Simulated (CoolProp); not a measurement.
Vapour-liquid equilibrium of R22 (1) + R115 (2) at 0.204 bar; x and y are mole fractions of (1).

The numbers come from the multi-fluid Helmholtz-energy mixture model, Kamei 1995 and Lemmon 2016; pair parameters Bell 2016 in CoolProp.

Q: Give the bubble temperature and the first vapour's composition at x = 0.35, 0.75, 0.95. Is there an azeotrope?

A: x = 0.35: 198.7 K, y = 0.407; x = 0.75: 199.7 K, y = 0.622; x = 0.95: 202.2 K, y = 0.897. y crosses x between x = 0.35 and 0.45: the model has an azeotrope there.

Pair parameters are fitted to limited data, so mixtures are less certain than the pure fluids.
